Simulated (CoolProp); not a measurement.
Toluene along the isobar 2.97 MPa: fugacity coefficient from the reference equation and from simpler models built on Tc = 318.6 °C, pc = 4.126 MPa, ω = 0.266; each cubic takes its own stable root.

The numbers come from the reference Helmholtz-energy equation of state, Lemmon 2006 in CoolProp. It is a short technical equation, of lower accuracy than the large ones.

```csv
T (°C),phase,reference
-66.55,liquid,9.970e-7
-54.55,liquid,3.910e-6
-42.55,liquid,1.302e-5
-30.55,liquid,3.778e-5
-18.55,liquid,9.754e-5
-6.55,liquid,0.0002279
5.45,liquid,0.0004885
17.55,liquid,0.0009771
29.55,liquid,0.001820
41.55,liquid,0.003204
53.55,liquid,0.005363
```

Task: How far does each simpler model (Redlich-Kwong, Soave-Redlich-Kwong, Peng-Robinson) lie from the reference over these 11 states: mean and median of the absolute difference, and the worst?

Result: 
- Redlich-Kwong: mean 245.9 %, median 235.8 %, worst +382.1 % at -66.55 °C and 2.97 MPa
- Soave-Redlich-Kwong: mean 2.0 %, median 1.6 %, worst +6.8 % at -66.55 °C and 2.97 MPa
- Peng-Robinson: mean 13.8 %, median 9.6 %, worst +39.6 % at -66.55 °C and 2.97 MPa
